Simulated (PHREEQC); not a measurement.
Consider water at 25 °C with 0.0048 mol CdBr2 per kg of water. Closed to the air; pH follows from the charge balance.

Model: ion-association model, phreeqc.dat, run in PHREEQC.

Precipitation was switched off in this run.

**Question.** What pH, ionic strength does the model give?

**Answer.** pH 6.39; ionic strength 0.0102 mol/kgw.

**Question.** In which forms is Cd present?

**Answer.** Cd+2 57 %, CdBr+ 42 %, CdBr2 1.3 % of the Cd.

Complexes and solids missing from the database can't appear.
